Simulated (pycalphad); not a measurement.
Freezing of Ti-Si alloys with rising Si

All values are pycalphad results on the COST 507 light-alloy database (1999) (1 atm), not direct measurements. These are 1990s assessments: newer ones move some temperatures and phases. Phase fractions are per mole of atoms.

Scheil-Gulliver runs (no diffusion in the solid, steps of 4 K) beside full equilibrium.

```csv
alloy,liquidus (K),"Scheil, half solid (K)","Scheil, 80 % solid (K)","Scheil, invariant end (K)",liquid left at that end,equilibrium solidus (K)
Ti-5.9Si (at.%),1835,1709,at the invariant end,1613,0.37,1613
Ti-8.85Si (at.%),1762,at the invariant end,at the invariant end,1613,0.59,1613
Ti-11.8Si (at.%),1663,at the invariant end,at the invariant end,1613,0.86,1613
Ti-23.6Si (at.%),(withheld),at the invariant end,at the invariant end,1613,(withheld),1613
```

Task: What belongs in the gaps?

Result: 
- Ti-23.6Si (at.%), liquidus (K): 2088
- Ti-23.6Si (at.%), liquid left at that end: 0.55
